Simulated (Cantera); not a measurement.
Input: 1 mol CH3F, 0.045 mol CH4, at 650 K and 0.133 bar.

Method: chemical equilibrium by Gibbs-energy minimisation in Cantera with the NASA 1993 tables (ideal gas, pure condensed phases). Rates play no part.

```
species            before     after
----------------  -------  --------
H2                  0.236     0.520
HF                  0.571     0.478
H                   <1e-9   0.00128
CH4                 0.193   2.20e-5
C2H2 (acetylene)    <1e-9  0.000162
H2F2              1.16e-5   2.62e-7
C(graphite), mol    0.707      1.04
```
Gas species are given as mole fractions.

Problem. Which change was made?
A) temperature from 650 K to 2600 K
B) temperature from 650 K to 1873 K
C) temperature from 650 K to 898 K
D) temperature from 650 K to 1298 K

Solution. B, temperature from 650 K to 1873 K
